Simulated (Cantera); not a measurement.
A freely propagating, adiabatic, planar premixed flame of 41.6 % H₂, 12.2 % O₂, 46.2 % N₂, unburnt at 675 K and 100000 Pa; multicomponent+Soret transport, grid criteria slope 0.08 and curve 0.16, no radiation.

Computed with Cantera and the H2/O2 subset of GRI-Mech 3.0, which has no nitrogen chemistry. Burning velocities carry a grid error of a few per cent, more on coarse grids.

Problem. Predict: laminar burning velocity; thermal thickness; peak x(OH); peak x(H); peak x(O).

Solution. 
- laminar burning velocity = 1050 cm/s
- thermal thickness = 0.466 mm
- peak x(OH) = 0.00964
- peak x(H) = 0.0998
- peak x(O) = 0.00650
